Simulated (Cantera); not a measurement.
Mixture: CO : H2 : CH4 : O2 : N2 = 0.37 : 1.4 : 0.17 : 0.906 : 3.41 (molar parts), at 100000 Pa, adiabatic and at constant volume. Ignition delay is the time to a rise of 400 K.

Model: GRI-Mech 3.0 (53 species, 325 reactions), integrated in Cantera. Where the delays flatten at high temperature, the 400 K rule measures the pace of heat release, not the induction time.

Predict: delay at 1225 K; delay at 1425 K; delay at 1625 K; delay at 1825 K; delay at 2025 K; apparent activation energy between 1925 and 2125 K.


* **delay at 1225 K**: 69.5 µs
* **delay at 1425 K**: 26.2 µs
* **delay at 1625 K**: 13.4 µs
* **delay at 1825 K**: 7.96 µs
* **delay at 2025 K**: 5.18 µs
* **apparent activation energy between 1925 and 2125 K**: 67 kJ/mol
